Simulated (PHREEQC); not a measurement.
1 kg of water holding 0.089 mol SrCl2, 0.0096 mol CaCl2, 0.31 mol NaCl and 0.0049 mol MgCl2 is evaporated at 25 °C; the solids stay in contact with the brine. The system is closed to CO2. Solids allowed: Bischofite, Brucite, Halite, Portlandite, MgCl2_4H2O. Others were left out.

The series has 18 steps of water left (kg), from 1 to 0.03564.

Model: Pitzer model, pitzer.dat, run in PHREEQC.

Question: Which solids form, in which order, and at which step of the series does each first stand?

Answer: Halite from water left = 0.07809 kg.

Species that the database lacks are ignored.
